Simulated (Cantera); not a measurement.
**Pyrogenic steam for wet oxidation**

An isothermal, constant-pressure homogeneous reactor starts with H2 : O2 : N2 = 1.9 : 1 : 5.9 (molar parts), equivalence ratio 0.95, at 825 K and 25000 Pa.

Detailed kinetics in Cantera: the H2/O2 subset of GRI-Mech 3.0, which has no nitrogen chemistry. Below about 950 K walls govern HO2 and H2O2 in real vessels. The temperature is held fixed by assumption; the heat of reaction is taken as removed at once.

```json
[
 {"t (s)": "5.00e-5", "x H2": "0.216", "x O2": "0.114", "x OH": "<1e-12", "x HO2": "<1e-12", "x H2O2": "<1e-12", "x O": "<1e-12"},
 {"t (s)": "0.000251", "x H2": "0.216", "x O2": "0.114", "x OH": "<1e-12", "x HO2": "6.40e-12", "x H2O2": "<1e-12", "x O": "<1e-12"},
 {"t (s)": "0.00126", "x H2": "0.216", "x O2": "0.114", "x OH": "<1e-12", "x HO2": "5.96e-11", "x H2O2": "<1e-12", "x O": "<1e-12"},
 {"t (s)": "0.00630", "x H2": "0.216", "x O2": "0.114", "x OH": "<1e-12", "x HO2": "3.91e-10", "x H2O2": "3.69e-12", "x O": "<1e-12"},
 {"t (s)": "0.0316", "x H2": "0.216", "x O2": "0.114", "x OH": "<1e-12", "x HO2": "2.31e-9", "x H2O2": "1.09e-10", "x O": "<1e-12"},
 {"t (s)": "0.158", "x H2": "0.216", "x O2": "0.114", "x OH": "<1e-12", "x HO2": "2.28e-8", "x H2O2": "4.37e-9", "x O": "2.50e-12"},
 {"t (s)": "0.794", "x H2": "0.216", "x O2": "0.114", "x OH": "6.54e-11", "x HO2": "2.30e-6", "x H2O2": "3.07e-6", "x O": "2.91e-10"},
 {"t (s)": "3.98", "x H2": "0.212", "x O2": "0.112", "x OH": "4.85e-9", "x HO2": "1.44e-5", "x H2O2": "0.000374", "x O": "1.15e-8"},
 {"t (s)": "19.9", "x H2": "0.184", "x O2": "0.0976", "x OH": "2.86e-9", "x HO2": "1.16e-5", "x H2O2": "0.000449", "x O": "5.66e-9"},
 {"t (s)": "100", "x H2": "0.117", "x O2": "0.0643", "x OH": "2.03e-9", "x HO2": "8.58e-6", "x H2O2": "0.000298", "x O": "2.92e-9"}
]
```
x: mole fraction; the columns are a selection and need not sum to one.

Equilibrium at this temperature and pressure: H2 <1e-12, O2 0.00637, OH 1.68e-9, HO2 2.51e-12, H2O2 1.81e-12, O <1e-12 (gas phase only).
